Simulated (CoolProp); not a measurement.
Vapour-liquid equilibrium of benzene (1) + ethylbenzene (2) at 345.6 K; x and y are mole fractions of (1).

The numbers come from the multi-fluid Helmholtz-energy mixture model, Thol 2012 and Zhou 2012; pair parameters Bell 2016 in CoolProp.

### Question
Give the bubble pressure and the first vapour's composition at x = 0.15, 0.55, 0.65. Is there an azeotrope?

### Answer
x = 0.15: 0.2078 bar, y = 0.488; x = 0.55: 0.4668 bar, y = 0.883; x = 0.65: 0.5390 bar, y = 0.923. No azeotrope shows between x = 0.05 and 0.95.

Pair parameters are fitted to limited data, so mixtures are less certain than the pure fluids.
